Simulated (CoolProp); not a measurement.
Vapour-liquid equilibrium of R152A (1) + n-butane (2) at 352.2 K; x and y are mole fractions of (1).

Model: multi-fluid Helmholtz-energy mixture model, Outcalt 1996 and Bücker 2006; pair parameters Bell 2016, in CoolProp.

Task: Give the bubble pressure and the first vapour's composition at x = 0.05, 0.45, 0.55. Is there an azeotrope?

Result: x = 0.05: 1.192 MPa, y = 0.171; x = 0.45: 2.039 MPa, y = 0.601; x = 0.55: 2.148 MPa, y = 0.658. y crosses x between x = 0.85 and 0.95: the model has an azeotrope there.

The pair parameters rest on a limited set of measurements; away from them the model extrapolates.
